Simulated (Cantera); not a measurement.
Charge: 1 mol C₂F₆, 0.51 mol Si, at 1.00 bar.

Equilibrium computed with Cantera from the NASA thermochemical tables; the gas is ideal and each condensed phase is pure. Candidate condensed phases: C, Si, SiC; 23 gas species. The feed counts by its element totals alone. The tables' values for SiF₃, C₂F₄ are old estimates; treat these amounts as uncertain. Gases not in the tables: C₂F₆ and larger saturated fluorocarbons. The numbers say what is thermodynamically allowed, not how fast it happens.

x: gas mole fraction; n: condensed amount in mol.

| T (°C) | x CF₄ | x SiF₄ | x CF₂ | x F | x CF₃ | x CF | x SiF₃ | n C(graphite) |
|---|---|---|---|---|---|---|---|---|
| 1152 | 0.660 | 0.340 | 1.07e-5 | 4.67e-7 | 8.82e-6 | 3.78e-11 | 8.69e-9 | 1.01 |
| 1302 | 0.660 | 0.340 | 0.000101 | 5.96e-6 | 5.46e-5 | 1.86e-9 | 9.13e-8 | 1.01 |
| 1452 | 0.659 | 0.340 | 0.000639 | 4.88e-5 | 0.000245 | 4.63e-8 | 6.34e-7 | 1.01 |
| 1602 | 0.657 | 0.339 | 0.00299 | 0.000285 | 0.000859 | 6.84e-7 | 3.22e-6 | 1.01 |
| 1752 | 0.648 | 0.338 | 0.0110 | 0.00128 | 0.00248 | 6.72e-6 | 1.28e-5 | 1.00 |
| 1902 | 0.623 | 0.333 | 0.0332 | 0.00466 | 0.00603 | 4.77e-5 | 4.17e-5 | 0.984 |
| 2052 | ___ | 0.321 | ___ | ___ | ___ | ___ | 0.000116 | 0.943 |
| 2202 | ___ | 0.298 | ___ | ___ | ___ | ___ | 0.000279 | ___ |
| 2352 | 0.313 | 0.263 | 0.311 | 0.0793 | 0.0298 | 0.00373 | 0.000605 | 0.727 |

Q: Some entries are withheld; supply them.

A: 
- 2202, x CF₄: 0.464
- 2202, x CF₂: 0.178
- 2202, x F: 0.0363
- 2202, x CF₃: 0.0216
- 2202, x CF: 0.00110
- 2202, n C(graphite): 0.862
- 2052, x CF₄: 0.568
- 2052, x CF₂: 0.0841
- 2052, x F: 0.0141
- 2052, x CF₃: 0.0125
- 2052, x CF: 0.000257
